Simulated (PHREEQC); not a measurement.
MgCl2 is added in steps, without added water, to 1 kg of water holding 0.1 mol NaHCO3 and 0.0003 mol Na2SO4, at 20 °C. O2 is buffered at 0.21 atm. No CO2 enters from the air. Solids allowed: Halite. Others were left out.

Base run: PHREEQC, ion-association model, phreeqc.dat. Each further column changes one thing. The table gives pH.

```json
[
 {"MgCl2 added (mol)": "0", "base": "8.08", "all activity coefficients set to 1": "8.19", "Davies equation for every ion": "8.07", "database wateq4f.dat": "8.08"},
 {"MgCl2 added (mol)": "0.0375", "base": "7.82", "all activity coefficients set to 1": "7.74", "Davies equation for every ion": "7.83", "database wateq4f.dat": "6.43"},
 {"MgCl2 added (mol)": "0.09375", "base": "7.68", "all activity coefficients set to 1": "7.53", "Davies equation for every ion": "7.69", "database wateq4f.dat": "5.99"},
 {"MgCl2 added (mol)": "0.1313", "base": "7.62", "all activity coefficients set to 1": "7.44", "Davies equation for every ion": "7.63", "database wateq4f.dat": "5.88"},
 {"MgCl2 added (mol)": "0.1688", "base": "7.57", "all activity coefficients set to 1": "7.37", "Davies equation for every ion": "7.57", "database wateq4f.dat": "5.81"},
 {"MgCl2 added (mol)": "0.2062", "base": "7.53", "all activity coefficients set to 1": "7.32", "Davies equation for every ion": "7.53", "database wateq4f.dat": "5.75"},
 {"MgCl2 added (mol)": "0.2625", "base": "7.48", "all activity coefficients set to 1": "7.26", "Davies equation for every ion": "7.46", "database wateq4f.dat": "5.68"},
 {"MgCl2 added (mol)": "0.3", "base": "7.45", "all activity coefficients set to 1": "7.23", "Davies equation for every ion": "7.42", "database wateq4f.dat": "5.64"}
]
```

The ionic strength passes 0.7 mol/kgw, the rough limit of the ion-association models, in part of: base; all activity coefficients set to 1; Davies equation for every ion; database wateq4f.dat. phreeqc.dat and wateq4f.dat share most of their constants, so their agreement is no independent check. Solids allowed in the column 'database wateq4f.dat': Brucite, Magnesite, Halite, Mirabilite, Epsomite, Nahcolite, Natron.
